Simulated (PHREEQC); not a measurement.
Dissolve 0.0024 mol/kgw NaH2PO4 and 1.9e-05 mol/kgw H3AsO4 at 78 °C. Closed to the air; pH follows from the charge balance.

Model: ion-association model, wateq4f.dat, run in PHREEQC.

No solid was allowed to form.

Problem. Predict the pH.

Solution. pH 4.72.

H3PO4, which wateq4f.dat lacks, is added to it with the constant of phreeqc.dat. Away from 25 °C the constants follow the database's enthalpies or fits; those with neither stay at their 25 °C values.
